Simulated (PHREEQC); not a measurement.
Model water analysis in mg/kgw, 25 °C, pH 2.15, pe 9.2: Na 377; K 0.716; Ca 999; Mg 134; Cl 540; S(6) as SO4 3090; Cu(2) 137; Fe(3) 3.98; Zn 23.8.

Valence states are taken as typed.

Model: ion-association model, wateq4f.dat, run in PHREEQC.

```
Item                           Value
--------------------  --------------
ionic strength        0.0986 mol/kgw
total alkalinity        -14.3 meq/kg
charge-balance error          14.1 %
```

| species | molality | activity | log γ |
|---|---|---|---|
| Ca+2 | 0.0169 | 0.00664 | -0.406 |
| Na+ | 0.0159 | 0.0125 | -0.106 |
| SO4-2 | 0.0157 | 0.00586 | -0.427 |
| Cl- | 0.0152 | 0.0116 | -0.116 |
| H+ | 0.00857 | 0.00708 | -0.083 |
| CaSO4 | 0.00759 | 0.00776 | 0.010 |
| HSO4- | 0.00519 | 0.00403 | -0.109 |
| Mg+2 | 0.00356 | 0.00145 | -0.389 |
| MgSO4 | 0.00195 | 0.00200 | 0.010 |
| Cu+2 | 0.00145 | 0.000583 | -0.396 |
| CuSO4 | 0.000682 | 0.000698 | 0.010 |
| NaSO4- | 0.000465 | 0.000367 | -0.103 |

This is a speciation only: nothing precipitates in the calculation. Examples of supersaturated solids here: Gypsum, Hematite (slow to form). Others may be too. Complexes and solids missing from the database can't appear.
